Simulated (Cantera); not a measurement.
What does this Cantera script print?

```python
import numpy as np
import cantera as ct

gas_names = """
    Fe FeO Fe(OH)2 H HNO HNO2 HNO3 HO2 H2 H2O H2O2 H2S H2SO4 N NH NH2 NH3 NH2OH NO NO2 NO3 N2 N2H2 N2H4
    N2O O OH O2 O3 S SH SN SO SO2 SO3 S2 S2O S8
""".split()
cond_names = """
    Fe(a) Fe(c) Fe(d) Fe(L) FeO(s) FeO(L) Fe(OH)2(s) Fe(OH)3(s) FeS(a) FeS(b) FeS(c) FeS(L) FeSO4(s)
    FeS2(s) Fe2O3(s) Fe2S3O12(s) Fe3O4(s) H2O(s) H2O(L) H2SO4(L) S(cr1) S(cr2) S(L)
""".split()


def load(file, names, dense=False):
    # The tables refer to 1 bar. Condensed volumes are neglected.
    table = {s.name: s for s in ct.Species.list_from_file(file)}
    out = []
    for n in names:
        d = dict(table[n].input_data)
        d["thermo"] = dict(d["thermo"], **{"reference-pressure": 1e5})
        if dense:
            d["equation-of-state"] = {"model": "constant-volume", "density": "1e6 g/cm^3"}
        out.append(ct.Species.from_dict(d))
    return out


gas = ct.Solution(thermo="ideal-gas", species=load("nasa_gas.yaml", gas_names))
cond = {s.name: ct.Solution(thermo="fixed-stoichiometry", species=[s], name=s.name)
        for s in load("nasa_condensed.yaml", cond_names, dense=True)}
atoms = {
    'FeS': {'Fe': 1, 'S': 1},
    'SO2': {'S': 1, 'O': 2},
    'N2': {'N': 2},
    'H2S': {'H': 2, 'S': 1},
}
top_T = {'FeSO4(s)': 950, 'FeS2(s)': 1010, 'Fe2O3(s)': 1830, 'Fe2S3O12(s)': 1100, 'Fe3O4(s)': 1870}  # K; cautious upper limits of use, not melting points


def equilibrate(T, P, feed):
    n = {}
    for name, mol in feed.items():
        for a, k in atoms[name].items():
            n[a] = n.get(a, 0.0) + k * mol
    gas.TPX = T, P, n
    mass = sum(n.values()) * gas.mean_molecular_weight
    gas.equilibrate("TP")
    valid = [c for c in cond.values() if c.min_temp <= T <= top_T.get(c.name, c.max_temp)]
    mix = ct.Mixture([(gas, mass / gas.mean_molecular_weight)] + [(c, 0.0) for c in valid])
    mix.T, mix.P = T, P
    mix.equilibrate("TP", solver="vcs", rtol=1e-11, max_steps=5000)
    return mix


results = []
feed = {'FeS': 1, 'SO2': 0.077, 'N2': 11, 'H2S': 0.29}  # mol
P = 101325  # Pa
for T in [1023, 1073, 1123, 1173, 1223, 1273, 1323, 1373, 1423, 1473, 1523, 1573, 1623, 1673]:
    mix = equilibrate(T, P, feed)
    results.append((T, P, feed, dict(zip(mix.species_names, mix.species_moles))))
    x = sorted(zip(gas.X, gas.species_names), reverse=True)
    print(f"T = {T:g} K  P = {P:g} Pa  gas = {mix.phase_moles(0):.4g} mol")
    print("   x: " + "  ".join(f"{s} {v:.3e}" for v, s in x if v > 1e-05))
    print("   condensed (mol): " + ("  ".join(f"{mix.phase(i).name} {mix.phase_moles(i):.4g}"
          for i in range(1, mix.n_phases) if mix.phase_moles(i) > 1e-12) or "none"))
```

Output:

```
T = 1023 K  P = 101325 Pa  gas = 11.41 mol
   x: N2 9.641e-01  H2O 1.306e-02  H2S 1.132e-02  S2 1.029e-02  H2 1.040e-03  SO2 2.059e-04  S2O 2.682e-05
   condensed (mol): FeS(c) 1
T = 1073 K  P = 101325 Pa  gas = 11.41 mol
   x: N2 9.638e-01  H2O 1.309e-02  H2S 1.072e-02  S2 1.059e-02  H2 1.591e-03  SO2 1.876e-04  S2O 2.562e-05
   condensed (mol): FeS(c) 1
T = 1123 K  P = 101325 Pa  gas = 11.42 mol
   x: N2 9.634e-01  H2O 1.310e-02  S2 1.095e-02  H2S 1.000e-02  H2 2.290e-03  SO2 1.810e-04  S2O 2.530e-05  SH 1.096e-05
   condensed (mol): FeS(c) 1
T = 1173 K  P = 101325 Pa  gas = 11.42 mol
   x: N2 9.630e-01  H2O 1.309e-02  S2 1.135e-02  H2S 9.179e-03  H2 3.116e-03  SO2 1.846e-04  S2O 2.580e-05  SH 1.828e-05
   condensed (mol): FeS(c) 1
T = 1223 K  P = 101325 Pa  gas = 11.43 mol
   x: N2 9.626e-01  H2O 1.305e-02  S2 1.177e-02  H2S 8.282e-03  H2 4.032e-03  SO2 1.979e-04  SH 2.894e-05  S2O 2.703e-05
   condensed (mol): FeS(c) 1
T = 1273 K  P = 101325 Pa  gas = 11.43 mol
   x: N2 9.622e-01  H2O 1.299e-02  S2 1.220e-02  H2S 7.361e-03  H2 4.991e-03  SO2 2.211e-04  SH 4.370e-05  S2O 2.892e-05
   condensed (mol): FeS(c) 1
T = 1323 K  P = 101325 Pa  gas = 11.44 mol
   x: N2 9.617e-01  H2O 1.291e-02  S2 1.262e-02  H2S 6.461e-03  H2 5.951e-03  SO2 2.549e-04  SH 6.327e-05  S2O 3.140e-05  SO 1.247e-05
   condensed (mol): FeS(c) 1
T = 1373 K  P = 101325 Pa  gas = 11.44 mol
   x: N2 9.613e-01  S2 1.299e-02  H2O 1.280e-02  H2 6.880e-03  H2S 5.616e-03  SO2 3.004e-04  SH 8.829e-05  S2O 3.440e-05  SO 2.038e-05
   condensed (mol): FeS(c) 1
T = 1423 K  P = 101325 Pa  gas = 11.45 mol
   x: N2 9.609e-01  S2 1.331e-02  H2O 1.267e-02  H2 7.757e-03  H2S 4.850e-03  SO2 3.584e-04  SH 1.193e-04  S2O 3.782e-05  SO 3.254e-05
   condensed (mol): FeS(c) 1
T = 1473 K  P = 101325 Pa  gas = 11.45 mol
   x: N2 9.605e-01  S2 1.357e-02  H2O 1.250e-02  H2 8.574e-03  H2S 4.174e-03  SO2 4.294e-04  SH 1.567e-04  SO 5.070e-05  S2O 4.155e-05
   condensed (mol): FeS(L) 1
T = 1523 K  P = 101325 Pa  gas = 11.46 mol
   x: N2 9.602e-01  S2 1.378e-02  H2O 1.229e-02  H2 9.330e-03  H2S 3.589e-03  SO2 5.134e-04  SH 2.010e-04  SO 7.701e-05  S2O 4.546e-05
   condensed (mol): FeS(L) 1
T = 1573 K  P = 101325 Pa  gas = 11.46 mol
   x: N2 9.599e-01  S2 1.392e-02  H2O 1.206e-02  H2 1.003e-02  H2S 3.090e-03  SO2 6.093e-04  SH 2.524e-04  SO 1.141e-04  S2O 4.943e-05  S 1.070e-05
   condensed (mol): FeS(L) 1
T = 1623 K  P = 101325 Pa  gas = 11.46 mol
   x: N2 9.596e-01  S2 1.402e-02  H2O 1.178e-02  H2 1.069e-02  H2S 2.667e-03  SO2 7.155e-04  SH 3.112e-04  SO 1.647e-04  S2O 5.333e-05  S 1.791e-05
   condensed (mol): FeS(L) 1
T = 1673 K  P = 101325 Pa  gas = 11.47 mol
   x: N2 9.593e-01  S2 1.406e-02  H2O 1.148e-02  H2 1.130e-02  H2S 2.311e-03  SO2 8.294e-04  SH 3.777e-04  SO 2.321e-04  S2O 5.703e-05  S 2.903e-05  H 1.203e-05
   condensed (mol): FeS(L) 1
```

Equilibrium computed with Cantera from the NASA thermochemical tables; the gas is ideal and each condensed phase is pure. FeS: taken at fixed stoichiometry. Gases not in the tables: S3 to S7.
